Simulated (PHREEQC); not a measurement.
# Metal-bearing waste water: speciation

A solution holds 0.0013 mol CdCl2, 0.014 mol ZnCl2, 0.00025 mol NaF and 0.00025 mol Na2SO4 per kg of water, at 20 °C. Closed to the air; pH follows from the charge balance.

Computed with PHREEQC (ion-association model, phreeqc.dat).

```
Quantity                       Value
--------------------  --------------
pH                              5.55
ionic strength        0.0440 mol/kgw
specific conductance      2830 µS/cm
```

| species | molality | activity | log γ |
|---|---|---|---|
| Cl- | 0.0294 | 0.0242 | -0.084 |
| Zn+2 | 0.0135 | 0.00650 | -0.316 |
| Na+ | 0.000750 | 0.000625 | -0.079 |
| CdCl+ | 0.000698 | 0.000580 | -0.081 |
| Cd+2 | 0.000538 | 0.000255 | -0.324 |
| ZnCl+ | 0.000410 | 0.000338 | -0.083 |
| F- | 0.000229 | 0.000188 | -0.086 |
| SO4-2 | 0.000144 | 6.93e-5 | -0.318 |
| ZnSO4 | 0.000101 | 0.000102 | 0.004 |

No solid was allowed to form. Complexes and solids missing from the database can't appear.
